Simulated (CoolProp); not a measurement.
Vapour-liquid equilibrium of acetone (1) + ethanol (2) at 14.5 kPa; x and y are mole fractions of (1).

The numbers come from the multi-fluid Helmholtz-energy mixture model, Lemmon 2006 and Schroeder 2014; pair parameters Bell 2016 in CoolProp.

| x | bubble temperature (K) | y at the bubble point | dew temperature at overall composition x (K) | liquid density (mol/L) |
|---|---|---|---|---|
| 0.05 | 304.4 | 0.264 | 308.3 | 16.70 |
| 0.125 | 299.1 | 0.488 | 307.0 | 16.48 |
| 0.2 | 295.5 | 0.613 | 305.6 | 16.23 |
| 0.275 | 292.9 | 0.691 | 304.1 | 15.98 |
| 0.35 | 290.9 | 0.744 | 302.5 | 15.73 |
| 0.425 | 289.4 | 0.784 | 300.8 | 15.48 |
| 0.5 | 288.1 | 0.816 | 298.8 | 15.23 |
| 0.575 | 287.0 | 0.844 | 296.7 | 14.99 |
| 0.65 | 286.0 | 0.870 | 294.3 | 14.76 |
| 0.725 | 285.1 | 0.895 | 291.7 | 14.54 |
| 0.8 | 284.2 | 0.921 | 288.7 | 14.33 |
| 0.875 | 283.3 | 0.949 | 285.8 | 14.13 |
| 0.95 | 282.4 | 0.978 | 283.2 | 13.94 |

No azeotrope shows between x = 0.05 and 0.95.

Pair parameters are fitted to limited data, so mixtures are less certain than the pure fluids.
